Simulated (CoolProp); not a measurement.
Vapour-liquid equilibrium of R125 (1) + fluoroethane (R161) (2) at -4.55 °C; x and y are mole fractions of (1).

The numbers come from the multi-fluid Helmholtz-energy mixture model, Lemmon 2005 and Wu 2012; pair parameters Bell 2016 in CoolProp.

```tsv
x	bubble pressure (MPa)	y at the bubble point	dew pressure at overall composition x (MPa)	liquid density (mol/L)
0.05	0.3824	0.068	0.3803	15.67
0.2	0.4121	0.273	0.4003	14.83
0.35	0.4484	0.458	0.4260	14.04
0.5	0.4858	0.611	0.4580	13.29
0.65	0.5202	0.738	0.4961	12.59
0.8	0.5496	0.849	0.5371	11.94
0.95	0.5731	0.960	0.5714	11.35
```

No azeotrope shows between x = 0.05 and 0.95.

The pair parameters rest on a limited set of measurements; away from them the model extrapolates. The gap from Raoult's law changes sign with composition, which may be real or a fault of the pair parameters; it wasn't checked against measurements.
